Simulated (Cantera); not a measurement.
Charge: 1 mol Si₂Cl₆, 5.8 mol NH₃, 10 mol N₂, at 338 Torr.

Cantera equilibrium calculation (NASA polynomials, part measured and part estimated; ideal gas, pure solids and liquids). Candidate condensed phases: NH₄Cl, Si, Si₃N₄; 28 gas species. The feed counts by its element totals alone. Kinetics and transport are ignored.

**Question.** What share of the Si ends up in condensed phases as a function of T (K), at 948, 998, 1048, 1098, 1148, 1198, 1248, 1298, 1348, 1398, 1448, 1498, 1548?

**Answer.** 
| T (K) | Si condensed (%) | as |
|---|---|---|
| 948 | 85.9 | Si₃N₄(s) |
| 998 | 87.3 | Si₃N₄(s) |
| 1048 | 88.4 | Si₃N₄(s) |
| 1098 | 89.4 | Si₃N₄(s) |
| 1148 | 90.2 | Si₃N₄(s) |
| 1198 | 90.9 | Si₃N₄(s) |
| 1248 | 91.4 | Si₃N₄(s) |
| 1298 | 91.8 | Si₃N₄(s) |
| 1348 | 92.0 | Si₃N₄(s) |
| 1398 | 91.8 | Si₃N₄(s) |
| 1448 | 91.2 | Si₃N₄(s) |
| 1498 | 89.9 | Si₃N₄(s) |
| 1548 | 87.6 | Si₃N₄(s) |
